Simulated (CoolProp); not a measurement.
R141b along the isotherm 111.55 °C: fugacity coefficient from the reference equation and from simpler models built on Tc = 204.4 °C, pc = 4.212 MPa, ω = 0.220; each cubic takes its own stable root.

Computed with CoolProp (reference Helmholtz-energy equation of state, Lemmon 2006). It is a short technical equation, of lower accuracy than the large ones.

```
p (MPa)   phase   reference  Redlich-Kwong  Peng-Robinson
-------  ------  ----------  -------------  -------------
0.0333      gas      0.9947         0.9951         0.9944
0.0758      gas      0.9880         0.9887         0.9872
0.172       gas      0.9728         0.9745         0.9710
0.392       gas      0.9378         0.9421         0.9343
0.893    liquid      0.8386     (withheld)         0.8301
2.03     liquid  (withheld)         0.4679     (withheld)
4.63     liquid      0.1841     (withheld)         0.1818
10.5     liquid     0.09912     (withheld)        0.09721
```

### Question
Fill in the missing entries.

### Answer

- 0.893, Redlich-Kwong: 0.8686
- 2.03, reference: 0.3839
- 2.03, Peng-Robinson: 0.3797
- 4.63, Redlich-Kwong: 0.2275
- 10.5, Redlich-Kwong: 0.1255

At some of these states Redlich-Kwong gives the other phase, because its saturation line lies elsewhere.
